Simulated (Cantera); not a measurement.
Charge: 1 mol TiO₂, 1.1 mol CH₄, 0.12 mol CO, at 2700 Torr.

Cantera equilibrium calculation (NASA polynomials, part measured and part estimated; ideal gas, pure solids and liquids). Candidate condensed phases: C, C₆H₆, C₇H₈, C₈H₁₈, H₂O, Ti, TiC, TiO, TiO₂, Ti₂O₃, Ti₃O₅, Ti₄O₇; 113 gas species. Mutual solubility and eutectic melting of coexisting phases are not modelled. TiC: taken at fixed stoichiometry. Rates play no part.

### Question
At 1798 K, list the 7 most abundant gas species with their mole fractions, and the condensed phases.

### Answer
H₂ 0.691, CO 0.308, H₂O 0.000705, CH₄ 0.000416, H 0.000154, CO₂ 8.24e-5, C₂H₂ (acetylene) 1.17e-5. Condensed: TiC(s) + Ti₂O₃(s).
